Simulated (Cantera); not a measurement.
## Diamond growth

A diamond (100) surface in a fixed gas of H2 with x(CH4) = 0.027, x(H) = 0.0024, x(CH3) = 1.2e-05, 0.0148 atm; coverages are run to steady state.

Cantera simulation using the Harris–Goodwin 1993 mechanism for the reconstructed diamond (100) surface; the numbers are that mechanism's predictions, not measurements.

| T (K) | growth (µm/h) | θ c6HH | θ c6H* | θ c6*H | θ c6** | θ c6HM |
|---|---|---|---|---|---|---|
| 925 | 0.0626 | 0.665 | 0.0122 | 0.313 | 0.00537 | 0.00361 |
| 1000 | 0.0750 | 0.596 | 0.0182 | 0.373 | 0.00947 | 0.00213 |
| 1075 | 0.0535 | 0.534 | 0.0252 | 0.424 | 0.0151 | 0.000790 |
| 1150 | 0.0275 | 0.480 | 0.0328 | 0.465 | 0.0221 | 0.000182 |
| 1225 | 0.0201 | 0.434 | 0.0406 | 0.495 | 0.0299 | 3.74e-5 |
| 1300 | 0.0202 | 0.397 | 0.0483 | 0.516 | 0.0381 | 7.83e-6 |
| 1375 | 0.0149 | 0.369 | 0.0558 | 0.530 | 0.0459 | 1.65e-6 |
θ: site fractions in the mechanism's names (c6HH fully hydrogenated, c6H* and c6*H radical sites, c6** diradical, c6HM methylated).
